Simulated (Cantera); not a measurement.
# Equilibrium for silicon nitride deposition: Si2Cl6 + N2 + H2

Input: 1 mol Si2Cl6, 3.3 mol N2, 78 mol H2, equilibrated at 1177 °C.

Cantera equilibrium calculation (NASA polynomials, part measured and part estimated; ideal gas, pure solids and liquids). Candidate condensed phases: NH4Cl, Si, Si3N4; 28 gas species. The feed counts by its element totals alone. N2 is the only nitrogen source here; it is nearly inert below about 1500 K, so the nitride shown seldom forms there in practice. The tables' values for SiCl3, SiCl are old estimates; treat these amounts as uncertain. Equilibrium is a limit: real reactors are often held back by kinetics, nucleation or transport.

From 0.0375 Torr to 0.195 Torr the condensed part is Si(s). From 1.05 Torr to 750 Torr the condensed part is Si3N4(s). The main Si-bearing gas is SiCl2 throughout. The share of Si in condensed phases is highest at 750 Torr (98.9 %) and lowest at 0.0375 Torr (60.0 %).

```tsv
P (Pa)	x H2	x HCl	x N2	x SiCl2	x H	n Si(s)	n Si3N4(s)
5	0.898	0.0522	0.0391	0.00938	0.00127	1.20	0
26	0.899	0.0523	0.0391	0.00938	0.000556	1.20	0
140	0.906	0.0584	0.0281	0.00668	0.000241	0	0.479
710	0.905	0.0658	0.0257	0.00305	0.000107	0	0.580
3700	0.905	0.0697	0.0245	0.00117	4.68e-5	0	0.632
19000	0.904	0.0712	0.0240	0.000417	2.06e-5	0	0.653
100000	0.904	0.0717	0.0239	0.000140	8.99e-6	0	0.660
```
x: gas mole fraction; n: condensed amount in mol.
